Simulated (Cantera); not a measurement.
Adiabatic ignition

An adiabatic, constant-volume homogeneous reactor starts with 17.6 % CH₄, 0.705 % C₂H₆, 17.2 % O₂, 64.5 % N₂, at 1625 K and 1000000 Pa.

Detailed kinetics in Cantera: GRI-Mech 3.0 (53 species, 325 reactions).

| t (s) | T (K) | P (bar) | x CH₄ | x C₂H₆ | x O₂ | x N₂O | x H₂O |
|---|---|---|---|---|---|---|---|
| 2.00e-6 | 1624 | 9.99 | 0.176 | 0.00688 | 0.171 | 1.97e-10 | 5.99e-5 |
| 4.93e-6 | 1624 | 10.00 | 0.176 | 0.00672 | 0.171 | 1.14e-9 | 0.000411 |
| 1.21e-5 | 1632 | 10.1 | 0.173 | 0.00652 | 0.169 | 5.42e-9 | 0.00212 |
| 2.99e-5 | 1703 | 10.6 | 0.157 | 0.00575 | 0.157 | 3.95e-8 | 0.0151 |
| 7.37e-5 | 2838 | 21.2 | 4.77e-9 | <1e-12 | 1.03e-5 | 9.45e-8 | 0.111 |
| 0.000182 | 2840 | 21.2 | 3.92e-9 | <1e-12 | 1.05e-5 | 5.50e-8 | 0.112 |
| 0.000447 | 2840 | 21.3 | 3.87e-9 | <1e-12 | 1.06e-5 | 4.85e-8 | 0.112 |
| 0.00110 | 2840 | 21.3 | 3.86e-9 | <1e-12 | 1.06e-5 | 4.82e-8 | 0.112 |
| 0.00271 | 2840 | 21.3 | 3.86e-9 | <1e-12 | 1.06e-5 | 4.82e-8 | 0.112 |
| 0.00669 | 2840 | 21.3 | 3.86e-9 | <1e-12 | 1.06e-5 | 4.82e-8 | 0.112 |
| 0.0165 | 2840 | 21.3 | 3.86e-9 | <1e-12 | 1.06e-5 | 4.82e-8 | 0.112 |
| 0.0406 | 2840 | 21.3 | 3.86e-9 | <1e-12 | 1.06e-5 | 4.82e-8 | 0.112 |
| 0.100 | 2840 | 21.3 | 3.86e-9 | <1e-12 | 1.06e-5 | 4.82e-8 | 0.112 |
x: mole fraction; the columns are a selection and need not sum to one.

| Item | Value |
|---|---|
| time of steepest temperature rise | 40.7 µs |
| temperature at 0.100 s | 2840 K |
| equilibrium temperature | 2840 K |
| x(CH₄) at 0.100 s | 3.86e-9 (gas-phase equilibrium 4.32e-9) |
| x(C₂H₆) at 0.100 s | <1e-12 (gas-phase equilibrium <1e-12) |
| x(O₂) at 0.100 s | 1.06e-5 (gas-phase equilibrium 1.06e-5) |
